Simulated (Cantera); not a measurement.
A perfectly stirred reactor is fed with 4.91 % H₂, 30.7 % O₂, 64.4 % N₂, equivalence ratio 0.080, at 500 Pa; it is held at 1200 K, and followed from long to short residence time.

Computed with Cantera and GRI-Mech 3.0 (53 species, 325 reactions). Radical loss at walls, strong at low pressure, is not modelled. The temperature is held fixed by assumption; the heat of reaction is taken as removed at once.

Question: Predict: x(H₂) at τ = 16.0 s; x(O₂) at τ = 16.0 s; x(H₂O) at τ = 16.0 s; x(N₂O) at τ = 16.0 s; x(OH) at τ = 16.0 s; x(H₂) at τ = 87.0 ms; x(O₂) at τ = 87.0 ms; x(H₂O) at τ = 87.0 ms; x(N₂O) at τ = 87.0 ms; x(OH) at τ = 87.0 ms.

Answer: 
```
Quantity                 Result
---------------------  --------
x(H₂) at τ = 16.0 s    0.000179
x(O₂) at τ = 16.0 s       0.288
x(H₂O) at τ = 16.0 s     0.0495
x(N₂O) at τ = 16.0 s    4.34e-9
x(OH) at τ = 16.0 s    0.000835
x(H₂) at τ = 87.0 ms    0.00227
x(O₂) at τ = 87.0 ms      0.277
x(H₂O) at τ = 87.0 ms    0.0397
x(N₂O) at τ = 87.0 ms   1.50e-9
x(OH) at τ = 87.0 ms    0.00274
```
